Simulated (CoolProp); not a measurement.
Computed with CoolProp (reference Helmholtz-energy equation of state, Akasaka 2023).

Give the vapour pressure (bar), liquid density (kg/m³), vapour Z of saturated R1224YDZ at 215.3, 227.6, 233.8 K.


```csv
T (K),p (bar),liquid density (kg/m³),vapour Z
215.3,0.0184,1570,0.996
227.6,0.0453,1540,0.993
233.8,0.0684,1520,0.991
```
